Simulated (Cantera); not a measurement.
Feed: 1 mol Cr, 38 mol N2, 54 mol H2, equilibrated at 0.100 bar.

Equilibrium computed with Cantera from the NASA thermochemical tables; the gas is ideal and each condensed phase is pure. Candidate condensed phases: Cr, CrN, Cr2N; 11 gas species. Kinetics and transport are ignored.

x: gas mole fraction; n: condensed amount in mol.

| T (K) | x H2 | x N2 | x H | x Cr | x NH3 | n CrN(s) | n Cr2N(s) | n Cr(s) |
|---|---|---|---|---|---|---|---|---|
| 775 | 0.590 | 0.410 | 2.41e-12 | <1e-12 | 0.000112 | 1.00 | 0 | 0 |
| 850 | 0.590 | 0.410 | 4.98e-11 | <1e-12 | 5.39e-5 | 1.00 | 0 | 0 |
| 925 | 0.590 | 0.410 | 6.33e-10 | <1e-12 | 2.89e-5 | 1.00 | 0 | 0 |
| 1000 | 0.590 | 0.410 | 5.51e-9 | <1e-12 | 1.69e-5 | 1.00 | 0 | 0 |
| 1075 | 0.590 | 0.410 | 3.56e-8 | ? | 1.06e-5 | 1.00 | 0 | 0 |
| 1150 | 0.590 | 0.410 | 1.81e-7 | ? | 7.08e-6 | 1.00 | 0 | 0 |
| 1225 | 0.589 | 0.411 | 7.56e-7 | ? | 4.94e-6 | 0 | 0.500 | 0 |
| 1300 | 0.589 | 0.411 | 2.68e-6 | ? | 3.59e-6 | 0 | 0.500 | 0 |
| 1375 | 0.589 | 0.411 | 8.31e-6 | ? | 2.70e-6 | 0 | 0.500 | 0 |
| 1450 | 0.589 | 0.411 | 2.29e-5 | ? | 2.10e-6 | 0 | 0.500 | 0 |
| 1525 | 0.587 | 0.413 | 5.73e-5 | ? | 1.66e-6 | 0 | 0 | 0.999 |
| 1600 | 0.587 | 0.413 | 0.000132 | ? | 1.35e-6 | 0 | 0 | 0.996 |
| 1675 | 0.587 | 0.413 | 0.000281 | ? | 1.12e-6 | 0 | 0 | 0.987 |
| 1750 | 0.586 | 0.413 | 0.000563 | ? | 9.37e-7 | 0 | 0 | 0.959 |

**Question.** Complete the blanks.

**Answer.** 
- 1075, x Cr: 2.66e-12
- 1150, x Cr: 1.04e-10
- 1225, x Cr: 1.94e-9
- 1300, x Cr: 2.45e-8
- 1375, x Cr: 2.32e-7
- 1450, x Cr: 1.73e-6
- 1525, x Cr: 9.33e-6
- 1600, x Cr: 3.85e-5
- 1675, x Cr: 0.000139
- 1750, x Cr: 0.000450
